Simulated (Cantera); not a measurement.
Feed: 1 mol Si, 1.8 mol CO2, 200 mol H2, at 1600 K and 0.660 bar.

Method: chemical equilibrium by Gibbs-energy minimisation in Cantera with the NASA 1993 tables (ideal gas, pure condensed phases). Candidate condensed phases: C, C6H6, C7H8, C8H18, H2O, Si, SiC, SiO2; 123 gas species. The tables hold silica as quartz up to 1696 K and as liquid above; real silica turns to tridymite and cristobalite and melts near 1996 K. Equilibrium is a limit: real reactors are often held back by kinetics, nucleation or transport.

Base state: H2 0.990, CO 0.00879, SiO 0.000907, CH4 0.000125, H 6.66e-5, H2O 4.25e-5 (mole fractions); condensed: SiO2(β-quartz).

Q: What changes in the equilibrium state with this change: temperature from 1600 K to 1250 K?

A: 
```
species                before     after
-------------------  --------  --------
H2                      0.990     0.991
CO                    0.00879   0.00756
CH4                  0.000125   0.00138
SiO                  0.000907   1.09e-9
H                     6.66e-5   5.92e-7
H2O                   4.25e-5  0.000384
SiO2(β-quartz), mol     0.817      1.00
```

Q: What changes in the equilibrium state with this change: temperature from 1600 K to 1398 K?

A: 
```csv
species,before,after
H2,0.990,0.991
CO,0.00879,0.00789
CH4,0.000125,0.00104
SiO,0.000907,2.03e-6
H,6.66e-5,5.80e-6
H2O,4.25e-5,5.31e-5
"SiO2(β-quartz), mol",0.817,1.000
```
